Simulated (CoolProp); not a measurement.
R1234ze(E) along the isotherm 420 K: density (kg/m³) from the reference equation and from simpler models built on Tc = 382.5 K, pc = 36.35 bar, ω = 0.313; each cubic takes its own stable root.

The numbers come from the reference Helmholtz-energy equation of state, Thol 2016 in CoolProp.

```tsv
p (bar)	phase	reference
13.6	gas	49.32
27.3	gas	113.0
40.9	supercritical	202.4
54.5	supercritical	348.5
68.2	supercritical	537.6
81.8	supercritical	653.0
95.5	supercritical	720.2
109	supercritical	765.1
123	supercritical	800.3
136	supercritical	826.5
150	supercritical	850.2
```

**Question.** How far does each simpler model (van der Waals, Redlich-Kwong, Soave-Redlich-Kwong) lie from the reference over these 11 states: mean and median of the absolute difference, and the worst?

**Answer.** 
- van der Waals: mean 14.0 %, median 16.4 %, worst -23.2 % at 420 K and 150 bar
- Redlich-Kwong: mean 5.7 %, median 7.5 %, worst -8.5 % at 420 K and 109 bar
- Soave-Redlich-Kwong: mean 9.3 %, median 11.5 %, worst -15.1 % at 420 K and 81.8 bar
